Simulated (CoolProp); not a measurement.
Vapour-liquid equilibrium of n-heptane (1) + n-dodecane (2) at 490 K; x and y are mole fractions of (1).

The numbers come from the multi-fluid Helmholtz-energy mixture model, Span 2003 and Lemmon 2004; pair parameters Bell 2016 in CoolProp.

```csv
x,bubble pressure (MPa),y at the bubble point,dew pressure at overall composition x (MPa),liquid density (mol/L)
0.05,0.1458,0.311,0.1078,3.541
0.125,0.2150,0.551,0.1166,3.629
0.2,0.2888,0.682,0.1269,3.719
0.275,0.3665,0.763,0.1392,3.812
0.35,0.4477,0.818,0.1539,3.907
0.425,0.5317,0.858,0.1722,4.004
0.5,0.6184,0.888,0.1953,4.103
0.575,0.7077,0.912,0.2254,4.202
0.65,0.7998,0.931,0.2664,4.301
0.725,0.8953,0.948,0.3253,4.398
0.8,0.9951,0.963,0.4172,4.491
0.875,1.101,0.977,0.5782,4.575
0.95,1.215,0.991,0.9070,4.641
```

No azeotrope shows between x = 0.05 and 0.95.

The pair parameters rest on a limited set of measurements; away from them the model extrapolates.
